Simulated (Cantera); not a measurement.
Transport properties of process gases

Gas mixture: 14.9 % CH3OH, 10.5 % C2H2, 74.6 % CO, at 2670 Pa, frozen composition.

Cantera's kinetic-theory transport with the Lennard-Jones parameters of GRI-Mech 3.0, ideal gas; thermal conductivity in the multicomponent form. Polar gases are described roughly by these parameters. The composition is frozen, though it would react at the higher temperatures.

| T (K) | ρ (kg/m³) | cp (J/kg/K) | μ (µPa s) | λ (mW/m/K) | Pr | D (cm²/s) NO | D (cm²/s) H2O | D (cm²/s) C2H2 |
|---|---|---|---|---|---|---|---|---|
| 400 | 0.0228 | 1227 | 19.1 | 32.0 | 0.734 | 12.0 | 13.6 | 9.97 |
| 550 | 0.0166 | 1333 | 24.4 | 44.2 | 0.738 | 20.8 | 24.9 | 17.6 |
| 700 | 0.0130 | 1432 | 29.2 | 56.4 | 0.740 | 31.4 | 38.8 | 26.8 |
| 850 | 0.0107 | 1518 | 33.5 | 68.5 | 0.742 | 43.6 | 55.2 | 37.5 |
| 1000 | 0.00911 | 1593 | 37.5 | 80.3 | 0.743 | 57.3 | 73.6 | 49.5 |
| 1150 | 0.00792 | 1654 | 41.3 | 91.7 | 0.744 | 72.4 | 94.1 | 62.7 |
D: mixture-averaged diffusion coefficient of that species in the mixture.
